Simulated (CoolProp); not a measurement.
Vapour-liquid equilibrium of toluene (1) + m-xylene (2) at 43.25 °C; x and y are mole fractions of (1).

Computed with CoolProp (multi-fluid Helmholtz-energy mixture model, Lemmon 2006 and Zhou 2012; pair parameters Bell 2016).

**Question.** Give the bubble pressure and the first vapour's composition at x = 0.15, 0.35, 0.75. Is there an azeotrope?

**Answer.** x = 0.15: 0.004027 MPa, y = 0.369; x = 0.35: 0.005413 MPa, y = 0.640; x = 0.75: 0.007816 MPa, y = 0.895. No azeotrope shows between x = 0.05 and 0.95.

The pair parameters rest on a limited set of measurements; away from them the model extrapolates.
